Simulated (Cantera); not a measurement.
What does this Cantera script print?

```python
import numpy as np
import cantera as ct

gas = ct.Solution("h2o2.yaml")
gas.TPX = 673, 500000, {'H2': 1, 'O2': 0.926, 'N2': 3.48}
flame = ct.FreeFlame(gas, width=0.013)
flame.set_refine_criteria(ratio=3, slope=0.08, curve=0.16)
flame.transport_model = "mixture-averaged"
flame.solve(loglevel=0, auto=True)
z, T = flame.grid, flame.T
thick = (T[-1] - T[0]) / np.gradient(T, z).max()
show = ['H2', 'O2', 'O', 'H2O', 'H', 'OH']
print(f"laminar burning velocity  {flame.velocity[0] * 100:.3f} cm/s")
print(f"burnt temperature         {T[-1]:.1f} K")
print(f"thermal thickness         {thick * 1e3:.4f} mm")
print(f"grid points               {len(z)}")
z0 = z[flame.heat_release_rate.argmax()]
print(f"{'z/mm':>9s}{'T/K':>9s}{'u/(m/s)':>9s}" + "".join(f"{s:>11s}" for s in show))
rows = []
for k in (-3, -2, -1.5, -1, -0.5, -0.25, 0, 0.25, 0.5, 1, 2, 4, 8):
    zz = z0 + k * thick
    rows.append([k * thick, np.interp(zz, z, T), np.interp(zz, z, flame.velocity),
                 *(np.interp(zz, z, flame.X[gas.species_index(s)]) for s in show)])
    print(f"{rows[-1][0] * 1e3:9.3f}{rows[-1][1]:9.1f}{rows[-1][2]:9.3f}" + "".join(f"{x:11.3e}" for x in rows[-1][3:]))
```

Result:

```
laminar burning velocity  286.238 cm/s
burnt temperature         2001.4 K
thermal thickness         0.0643 mm
grid points               110
     z/mm      T/K  u/(m/s)         H2         O2          O        H2O          H         OH
   -0.193    673.0    2.860  1.842e-01  1.714e-01  1.943e-12  1.985e-06  1.059e-13  1.027e-13
   -0.129    673.4    2.855  1.821e-01  1.719e-01  3.036e-10  2.242e-05  1.597e-11  1.621e-11
   -0.096    674.9    2.848  1.780e-01  1.727e-01  7.010e-09  1.380e-04  4.265e-10  4.134e-10
   -0.064    683.8    2.850  1.665e-01  1.748e-01  1.690e-07  9.621e-04  3.211e-08  1.965e-08
   -0.032    809.7    3.259  1.272e-01  1.755e-01  3.036e-05  1.645e-02  8.405e-05  7.883e-05
   -0.016   1072.7    4.230  8.890e-02  1.619e-01  4.770e-04  5.451e-02  1.177e-03  7.454e-04
    0.000   1391.9    5.434  4.814e-02  1.335e-01  2.476e-03  1.103e-01  4.030e-03  2.823e-03
    0.016   1619.7    6.305  2.151e-02  1.081e-01  4.654e-03  1.525e-01  5.273e-03  5.936e-03
    0.032   1751.8    6.808  1.028e-02  9.579e-02  5.112e-03  1.724e-01  4.281e-03  7.857e-03
    0.064   1874.2    7.261  4.236e-03  8.988e-02  3.618e-03  1.853e-01  1.989e-03  8.055e-03
    0.129   1951.5    7.537  1.663e-03  8.907e-02  1.553e-03  1.922e-01  5.126e-04  5.938e-03
    0.257   1985.4    7.654  5.383e-04  8.946e-02  5.133e-04  1.955e-01  9.426e-05  3.604e-03
    0.514   1997.4    7.695  1.815e-04  8.981e-02  1.823e-04  1.968e-01  1.946e-05  2.199e-03
```

Model: the H2/O2 subset of GRI-Mech 3.0, which has no nitrogen chemistry, integrated in Cantera. The hydrogen kinetics of GRI-Mech 3.0 are dated; newer H2 mechanisms differ, most at raised pressure. Burning velocities carry a grid error of a few per cent, more on coarse grids. Lean hydrogen flames are cellular in practice and burn faster than this planar one.
